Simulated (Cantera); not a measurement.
A perfectly stirred reactor is fed with 1.85 % C2H6, 98.1 % H2, at 760 Torr; it is held at 1750 K, and followed from long to short residence time.

Computed with Cantera and GRI-Mech 3.0 (53 species, 325 reactions). GRI-Mech 3.0 stops at C3 and has no aromatics, soot or wall deposition, so with more carbon than oxygen in the feed, carbon stays in small species such as C2H2 where larger ones or solid carbon would form.

x: mole fraction; the columns are a selection and need not sum to one.

```
τ (s)    x C2H6   x H2       x H    x C2H   x CH4    x CH2     x CH3
------  -------  -----  --------  -------  ------  -------  --------
0.48    1.66e-6  0.976  0.000233  1.99e-8  0.0116  1.44e-8   5.60e-5
0.26    2.42e-6  0.975  0.000236  1.93e-8  0.0127  1.61e-8   6.21e-5
0.15    3.57e-6  0.975  0.000240  1.87e-8  0.0138  1.81e-8   6.90e-5
0.080         ?  0.974  0.000248  1.81e-8  0.0152        ?         ?
0.044         ?  0.973  0.000260  1.80e-8  0.0162        ?         ?
0.024   1.57e-5  0.973  0.000280  1.87e-8  0.0169  3.00e-8   9.87e-5
0.013   2.61e-5  0.973  0.000312  2.04e-8  0.0172  3.77e-8  0.000112
0.0073  4.19e-5  0.973  0.000355  2.30e-8  0.0171  4.86e-8  0.000127
```

Problem. Fill in the missing entries.

Solution. 
- 0.080, x C2H6: 5.81e-6
- 0.080, x CH2: 2.11e-8
- 0.080, x CH3: 7.81e-5
- 0.044, x C2H6: 9.46e-6
- 0.044, x CH2: 2.48e-8
- 0.044, x CH3: 8.77e-5
